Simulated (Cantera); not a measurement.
Input: 1 mol CuO, 1.1 mol CH₄, 1.8 mol H₂, at 7.50 Torr.

These are equilibrium values from Cantera (NASA tables, ideal gas, pure condensed phases), not measurements of a reactor. Candidate condensed phases: C, C₆H₆, C₇H₈, C₈H₁₈, Cu, CuO, Cu(OH)₂, Cu₂O, H₂O; 113 gas species. Equilibrium is a limit: real reactors are often held back by kinetics, nucleation or transport.

**Question.** At 875 K, list the 5 most abundant gas species with their mole fractions, and the condensed phases.

**Answer.** H₂ 0.798, CO 0.189, H₂O 0.00614, CO₂ 0.00383, CH₄ 0.00278. Condensed: C(graphite) + Cu(s).
